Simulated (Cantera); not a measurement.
An isothermal, constant-pressure homogeneous reactor starts with CH₄ : CO₂ = 1 : 1 (molar parts), at 1275 K and 100.0 Torr. Integrator tolerance rtol = 1e-08.

Cantera simulation using GRI-Mech 3.0 (53 species, 325 reactions); the numbers are that mechanism's predictions, not measurements.

### Question
What does this change do: pressure from 100.0 Torr to 19.0 bar?

### Answer
```tsv
quantity	before	after
x(CH₄) at 60.0 s	0.451 (gas-phase equilibrium 0.000432)	0.298 (gas-phase equilibrium 0.0482)
x(CO₂) at 60.0 s	0.475 (gas-phase equilibrium 0.000163)	0.303 (gas-phase equilibrium 0.0196)
x(H₂) at 60.0 s	0.0393 (gas-phase equilibrium 0.499)	0.0413 (gas-phase equilibrium 0.423)
x(CH₂) at 60.0 s	1.90e-11 (gas-phase equilibrium <1e-12)	4.57e-12 (gas-phase equilibrium <1e-12)
x(H₂O) at 60.0 s	0.00918 (gas-phase equilibrium 0.000270)	0.133 (gas-phase equilibrium 0.0287)
```
The pressure lies above the range GRI-Mech 3.0 was tuned for (to about 10 atm).

### Question
What does this change do: CO2 1 to 1.9 parts?

### Answer
| quantity | before | after |
|---|---|---|
| x(CH₄) at 60.0 s | 0.451 (gas-phase equilibrium 0.000432) | 0.314 (gas-phase equilibrium 3.12e-7) |
| x(CO₂) at 60.0 s | 0.475 (gas-phase equilibrium 0.000163) | 0.631 (gas-phase equilibrium 0.0900) |
| x(H₂) at 60.0 s | 0.0393 (gas-phase equilibrium 0.499) | 0.0239 (gas-phase equilibrium 0.314) |
| x(CH₂) at 60.0 s | 1.90e-11 (gas-phase equilibrium <1e-12) | 1.81e-11 (gas-phase equilibrium <1e-12) |
| x(H₂O) at 60.0 s | 0.00918 (gas-phase equilibrium 0.000270) | 0.00953 (gas-phase equilibrium 0.0937) |
